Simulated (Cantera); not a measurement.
A closed system holds: 1 mol SiCl₄, 1.9 mol H₂, held at 0.133 bar.

Equilibrium computed with Cantera from the NASA thermochemical tables; the gas is ideal and each condensed phase is pure. Candidate condensed phases: Si; 19 gas species. The tables' values for SiCl₃ are old estimates; treat these amounts as uncertain. Equilibrium is a limit: real reactors are often held back by kinetics, nucleation or transport. All values below are at 502 °C.

Base state: H₂ 0.643, SiCl₄ 0.333, HCl 0.0118, SiHCl₃ 0.0117, SiH₂Cl₂ 3.19e-5, SiCl₃ 1.65e-5 (mole fractions); condensed: gas only.

What changes in the equilibrium state with this change: SiCl₄ replaced by Si?


```tsv
species	before	after
H₂	0.643	1.00
SiCl₄	0.333	0
HCl	0.0118	0
SiHCl₃	0.0117	0
SiH₂Cl₂	3.19e-5	0
SiCl₃	1.65e-5	0
Si(s), mol	0	1.00
```
